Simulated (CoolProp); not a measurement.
Computed with CoolProp (reference Helmholtz-energy equation of state, Kamei 1995).

### Question
For R22, give the phase and the speed of sound (m/s), Joule-Thomson coefficient (K/MPa), expansivity (1/kK), viscosity (µPa s) at 439.9 K and 10.4 MPa; 439.9 K and 14.6 MPa; 439.9 K and 25 MPa.

### Answer
- 439.9 K and 10.4 MPa: supercritical; speed of sound 183, Joule-Thomson coefficient 5.29, expansivity 10.6, viscosity 30.1
- 439.9 K and 14.6 MPa: supercritical; speed of sound 231, Joule-Thomson coefficient 2.55, expansivity 8.20, viscosity 43.8
- 439.9 K and 25 MPa: supercritical; speed of sound 359, Joule-Thomson coefficient 0.615, expansivity 3.84, viscosity 65.8

Viscosity comes from a separate model (Bell 2016), an estimate that may be off by 10 % or more.
